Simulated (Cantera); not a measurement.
Input: 1 mol CH₃SiCl₃, 0.4 mol C₂H₂, 160 mol H₂, 0.062 mol C₃H₈, equilibrated at 0.640 bar.

These are equilibrium values from Cantera (NASA tables, ideal gas, pure condensed phases), not measurements of a reactor. Candidate condensed phases: C, C₆H₆, C₇H₈, C₈H₁₈, Si, SiC; 109 gas species. The feed counts by its element totals alone. The tables' values for SiCl are old estimates; treat these amounts as uncertain. Gases not in the tables: Si₂H₆ and higher silanes. Equilibrium is a limit: real reactors are often held back by kinetics, nucleation or transport.

x: gas mole fraction; n: condensed amount in mol.

```
T (K)   x H₂         x H   x HCl  x C₂H₂ (acetylene)        x Si       x SiH  n C(graphite)    n SiC(s)
-----  -----  ----------  ------  ------------------  ----------  ----------  -------------  ----------
1973   0.979     0.00167  0.0182            0.000627     2.44e-6     1.40e-6          0.740       0.992
2023   0.978     0.00235  0.0182            0.000874     5.30e-6     2.70e-6          0.667       0.989
2073   0.977     0.00325  0.0182             0.00120     1.11e-5     5.04e-6          0.568       0.986
2123   0.975     0.00443  0.0181             0.00162     2.23e-5     9.13e-6          0.438       0.981
2173   0.973  (withheld)  0.0181          (withheld)  (withheld)  (withheld)     (withheld)       0.972
2223   0.971     0.00789  0.0180             0.00282     8.26e-5     2.76e-5         0.0651       0.958
2273   0.968      0.0103  0.0179             0.00309    0.000165     5.01e-5              0       0.930
2323   0.965      0.0134  0.0178             0.00323    0.000328     9.08e-5              0       0.877
2373   0.960  (withheld)  0.0176             0.00346  (withheld)  (withheld)              0  (withheld)
2423   0.955      0.0217  0.0175             0.00382     0.00113    0.000263              0       0.631
2473   0.947      0.0271  0.0172             0.00439     0.00196    0.000420              0       0.379
```

Problem. Complete the blanks.

Solution. 
- 2373, x H: 0.0171
- 2373, x Si: 0.000622
- 2373, x SiH: 0.000158
- 2373, n SiC(s): 0.786
- 2173, x H: 0.00595
- 2173, x C₂H₂ (acetylene): 0.00215
- 2173, x Si: 4.36e-5
- 2173, x SiH: 1.61e-5
- 2173, n C(graphite): 0.273
